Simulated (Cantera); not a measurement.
## Low-pressure radical oxidation in H2/O2

An isothermal, constant-pressure homogeneous reactor starts with 0.437 % H2, 50.3 % O2, 49.3 % N2, equivalence ratio 0.0043, at 1175 K and 1.58 Torr.

Model: the H2/O2 subset of GRI-Mech 3.0, which has no nitrogen chemistry, integrated in Cantera. Radical loss at walls, strong at low pressure, is not modelled.

| t (s) | x H2 | x O2 | x H2O2 | x H | x H2O | x OH |
|---|---|---|---|---|---|---|
| 0.000600 | 0.00437 | 0.503 | <1e-12 | 7.58e-11 | 1.88e-12 | 4.29e-11 |
| 0.00126 | 0.00437 | 0.503 | <1e-12 | 1.13e-10 | 1.39e-11 | 1.42e-10 |
| 0.00266 | 0.00437 | 0.503 | <1e-12 | 1.59e-10 | 9.02e-11 | 4.09e-10 |
| 0.00559 | 0.00437 | 0.503 | <1e-12 | 2.65e-10 | 5.34e-10 | 1.13e-9 |
| 0.0118 | 0.00437 | 0.503 | <1e-12 | 6.51e-10 | 3.36e-9 | 3.72e-9 |
| 0.0247 | 0.00437 | 0.503 | 2.53e-12 | 3.52e-9 | 3.17e-8 | 2.28e-8 |
| 0.0521 | 0.00437 | 0.503 | 1.07e-11 | 1.07e-7 | 1.14e-6 | 7.06e-7 |
| 0.110 | 0.00316 | 0.502 | 2.77e-9 | 0.000106 | 0.000931 | 0.000458 |
| 0.230 | 2.26e-5 | 0.499 | 1.51e-9 | 0.000197 | 0.00408 | 0.000349 |
| 0.485 | 1.61e-5 | 0.499 | 1.30e-9 | 0.000180 | 0.00411 | 0.000323 |
| 1.02 | 1.55e-5 | 0.499 | 1.30e-9 | 0.000170 | 0.00412 | 0.000317 |
| 2.15 | 1.44e-5 | 0.499 | 1.29e-9 | 0.000150 | 0.00413 | 0.000305 |
| 4.52 | 1.23e-5 | 0.499 | 1.28e-9 | 0.000118 | 0.00417 | 0.000282 |
| 9.51 | 9.11e-6 | 0.500 | 1.24e-9 | 7.46e-5 | 0.00421 | 0.000243 |
| 20.0 | 5.41e-6 | 0.501 | 1.14e-9 | 3.38e-5 | 0.00427 | 0.000187 |
x: mole fraction; the columns are a selection and need not sum to one.

Equilibrium at this temperature and pressure: H2 1.02e-9, O2 0.502, H2O2 2.71e-12, H 8.58e-11, H2O 0.00438, OH 2.58e-6 (gas phase only).
